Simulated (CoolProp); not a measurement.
A simple Rankine cycle with R245ca: condensing at 326.15 K, boiler at 2.22 MPa, turbine inlet 449 K, turbine efficiency 0.7, pump efficiency 0.7, no recuperator. Each further row changes one setting.

Computed with CoolProp (reference Helmholtz-energy equation of state, Zhou 2016).

```
case                             thermal efficiency (%)  net work (kJ/kg)  heat in (kJ/kg)  turbine exit temperature (K)  volume ratio over the turbine
-------------------------------  ----------------------  ----------------  ---------------  ----------------------------  -----------------------------
as stated                                          10.7              32.0              298                         400.3                           9.32
condensing temperature 318.15 K              (withheld)              36.1       (withheld)                    (withheld)                           12.0
boiler pressure 1.55 MPa                            9.3              28.4              307                         411.7                           6.10
turbine efficiency 0.6                       (withheld)              27.1              298                         404.6                           9.44
```

**Question.** Complete the blanks.

**Answer.** 
- condensing temperature 318.15 K, thermal efficiency (%): 11.7
- condensing temperature 318.15 K, heat in (kJ/kg): 309
- condensing temperature 318.15 K, turbine exit temperature (K): 395.8
- turbine efficiency 0.6, thermal efficiency (%): 9.1
